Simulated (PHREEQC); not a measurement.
Consider water at 68 °C with 0.05 mol NaH2PO4, 0.00028 mol K2HPO4 and 0.0031 mol ZnSO4 per kg of water. Closed to the air; pH follows from the charge balance.

Equilibrium calculation in PHREEQC: ion-association model, wateq4f.dat.

```json
{
 "pH": "4.77",
 "ionic_strength": "0.0613 mol/kgw",
 "total_alkalinity": "0.280 meq/kg"
}
```

| species | molality | activity | log γ |
|---|---|---|---|
| Na+ | 0.0497 | 0.0396 | -0.099 |
| H2PO4- | 0.0497 | 0.0399 | -0.095 |
| Zn+2 | 0.00274 | 0.00118 | -0.367 |
| SO4-2 | 0.00241 | 0.000981 | -0.391 |
| K+ | 0.000553 | 0.000433 | -0.106 |
| HPO4-2 | 0.000441 | 0.000180 | -0.389 |
| ZnSO4 | 0.000356 | 0.000361 | 0.006 |
| NaSO4- | 0.000307 | 0.000247 | -0.095 |
| H3PO4 | 0.000154 | 0.000156 | 0.006 |

No solid was allowed to form. Complexes and solids missing from the database can't appear. H3PO4, which wateq4f.dat lacks, is added to it with the constant of phreeqc.dat. At this temperature some constants are extrapolated from 25 °C, and those without enthalpy data are left unchanged. The database has no phosphate complexes of Zn.
